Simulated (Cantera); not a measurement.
## Abatement and gas-phase synthesis: CO2 + H2 + H2O

A closed system holds: 1 mol CO2, 0.52 mol H2, 4.1 mol H2O, equilibrated at 2.60 bar.

Method: chemical equilibrium by Gibbs-energy minimisation in Cantera with the NASA 1993 tables (ideal gas, pure condensed phases). Candidate condensed phases: C, C6H6, C7H8, C8H18, H2O; 131 gas species. Ions and electrons are included (thermal ionisation). Rates play no part.

```
T (K)  log p H2O  log p H  log p O  log p H2  log p OH  log p CO2  log p CO  log p O2
-----  ---------  -------  -------  --------  --------  ---------  --------  --------
2000        0.30    -3.23    -5.54     -0.88     -3.05      -0.45     -0.97     -4.72
2250        0.30    -2.58    -4.04     -0.90     -2.20      -0.46     -0.93     -3.22
2500        0.29    -2.04    -2.89     -0.88     -1.55      -0.49     -0.87     -2.10
2750        0.26    -1.55    -2.07     -0.77     -1.09      -0.56     -0.76     -1.43
3000        0.20    -1.11    -1.48     -0.62     -0.78      -0.71     -0.65     -1.07
3250        0.08    -0.73    -1.05     -0.48     -0.57      -0.91     -0.58     -0.89
3500       -0.09    -0.43    -0.72     -0.41     -0.46      -1.17     -0.57     -0.82
3750       -0.36    -0.20    -0.47     -0.41     -0.43      -1.48     -0.59     -0.84
4000       -0.71    -0.04    -0.30     -0.49     -0.50      -1.81     -0.64     -0.95
4250       -1.15     0.06    -0.20     -0.64     -0.64      -2.15     -0.68     -1.13
4500       -1.64     0.12    -0.14     -0.84     -0.83      -2.49     -0.72     -1.36
4750       -2.13     0.15    -0.10     -1.06     -1.05      -2.79     -0.74     -1.61
5000       -2.62     0.17    -0.09     -1.28     -1.26      -3.08     -0.75     -1.86
```
log p: log10 of the partial pressure in bar; nothing condenses.

From 2000 K to 5000 K nothing is condensed. The main C-bearing gas is CO2 at 2000 K and CO at 5000 K.
